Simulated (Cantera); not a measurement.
Input (Python, Cantera) and output of one run.

```python
import numpy as np
import cantera as ct

gas_names = """
    CL CL2 H HCL H2 N NH NH2 NH3 N2 N2H2 N2H4 Si SiCL SiCL2 SiCL3 SiCL4 SiH SiHCL3 SiH2 SiH2CL2 SiH3
    SiH3CL SiH4 SiN Si2 Si2N Si3
""".split()
cond_names = """
    NH4CL(a) NH4CL(b) Si(cr) Si(L) Si3N4(a)
""".split()


# ... load() reads the species with a 1 bar reference pressure and builds the phases ...
atoms = {
    'SiH2Cl2': {'Si': 1, 'H': 2, 'CL': 2},
    'N2': {'N': 2},
}
top_T = {'Si3N4(a)': 2400}  # K; cautious upper limits of use, not melting points


# ... equilibrate(T, P, feed) seeds the gas with the atoms and calls Mixture.equilibrate('TP', solver="vcs", rtol=1e-11, max_steps=5000) ...
results = []
feed = {'SiH2Cl2': 1, 'N2': 21}  # mol
P = 9600  # Pa
for T in [1873, 1898, 1923, 1948, 1973, 1998, 2023, 2048, 2073, 2098, 2123, 2148, 2173]:
    mix = equilibrate(T, P, feed)
    results.append((T, P, feed, dict(zip(mix.species_names, mix.species_moles))))

top = {s: max(r[3][s] / sum(r[3][g] for g in gas_names) for r in results) for s in gas_names}
cols = sorted((s for s in top if top[s] > 1e-06), key=lambda s: -top[s])[:7]
seen = [c for c in cond_names if any(r[3].get(c, 0) > 1e-12 for r in results)]
print("log10 of partial pressures in bar; condensed amounts in mol")
print(f"{'T/K':>10s}" + "".join(f"{s[:9]:>10s}" for s in cols + seen))
for T, P, feed, n in results:
    ng = sum(n[g] for g in gas_names)
    print(f"{T:10.4g}" + "".join(f"{np.log10(max(n[s] / ng * P / 1e5, 1e-99)):10.3f}" for s in cols)
          + "".join(f"{n.get(c, 0):10.4g}" for c in seen))
```

It prints:

```
log10 of partial pressures in bar; condensed amounts in mol
       T/K        N2        H2     SiCL2       HCL        Si         H      SiCL     Si(L)  Si3N4(a)
      1873    -1.058    -2.534    -2.545    -2.596    -5.389    -4.457    -4.961         0    0.1024
      1898    -1.058    -2.521    -2.531    -2.629    -5.137    -4.368    -4.808         0   0.09438
      1923    -1.058    -2.510    -2.518    -2.663    -4.893    -4.281    -4.660         0   0.08655
      1948    -1.058    -2.500    -2.507    -2.696    -4.655    -4.197    -4.516         0   0.07868
      1973    -1.058    -2.503    -2.509    -2.703    -4.501    -4.121    -4.422    0.2306         0
      1998    -1.058    -2.506    -2.511    -2.698    -4.371    -4.048    -4.340    0.2292         0
      2023    -1.058    -2.508    -2.513    -2.695    -4.245    -3.976    -4.260    0.2267         0
      2048    -1.058    -2.511    -2.516    -2.691    -4.122    -3.905    -4.182    0.2228         0
      2073    -1.058    -2.514    -2.518    -2.688    -4.001    -3.837    -4.106    0.2172         0
      2098    -1.059    -2.517    -2.521    -2.685    -3.884    -3.770    -4.033    0.2095         0
      2123    -1.059    -2.520    -2.525    -2.682    -3.770    -3.705    -3.961    0.1991         0
      2148    -1.059    -2.524    -2.528    -2.680    -3.658    -3.642    -3.891    0.1856         0
      2173    -1.060    -2.528    -2.532    -2.679    -3.548    -3.580    -3.824    0.1681         0
```

Equilibrium computed with Cantera from the NASA thermochemical tables; the gas is ideal and each condensed phase is pure. The tables' values for SiCl, SiCl3, SiN are old estimates; treat these amounts as uncertain.
